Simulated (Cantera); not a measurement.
Feed: 1 mol Fe3O4, 20 mol H2, at 1800 °C.

Equilibrium computed with Cantera from the NASA thermochemical tables; the gas is ideal and each condensed phase is pure. Candidate condensed phases: Fe, FeO, Fe(OH)2, Fe(OH)3, Fe2O3, Fe3O4, H2O; 12 gas species. The numbers say what is thermodynamically allowed, not how fast it happens.

Q: What share of the Fe ends up in condensed phases as a function of P (Pa), at 10, 36, 130, 460, 1700, 6000, 22000, 77000, 280000, 1000000?

A: 
```csv
P (Pa),Fe condensed (%),as
10,0.0,-
36,0.0,-
130,0.0,-
460,0.0,-
1700,66.3,Fe(l)
6000,90.8,Fe(l)
22000,97.5,Fe(l)
77000,99.3,Fe(l)
280000,99.8,Fe(l)
1000000,99.9,Fe(l)
```
